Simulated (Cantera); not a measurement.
Feed: 1 mol SiO2, 2300 mol H2, equilibrated at 1700 K and 12.0 Torr.

Cantera equilibrium calculation (NASA polynomials, part measured and part estimated; ideal gas, pure solids and liquids). Candidate condensed phases: H2O, Si, SiO2; 18 gas species. Equilibrium is a limit: real reactors are often held back by kinetics, nucleation or transport.

Task: What is the equilibrium state?

Result: 
- x(H2): 0.998
- x(H): 0.00116
- x(SiO): 0.000434
- x(H2O): 0.000434
- gas amount: 2302 mol
- log10 activity of Si(l) (absent): -4.55
